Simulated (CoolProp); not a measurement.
Vapour-liquid equilibrium of R22 (1) + benzene (2) at 331 K; x and y are mole fractions of (1).

Values from CoolProp's multi-fluid Helmholtz-energy mixture model, Kamei 1995 and Thol 2012; pair parameters Bell 2016.

Give the bubble pressure and the first vapour's composition at x = 0.05, 0.65, 0.8. Is there an azeotrope?

x = 0.05: 0.1698 MPa, y = 0.717; x = 0.65: 1.388 MPa, y = 0.977; x = 0.8: 1.746 MPa, y = 0.987. No azeotrope shows between x = 0.05 and 0.95.

Pair parameters are fitted to limited data, so mixtures are less certain than the pure fluids. The gap from Raoult's law changes sign with composition, which may be real or a fault of the pair parameters; it wasn't checked against measurements.
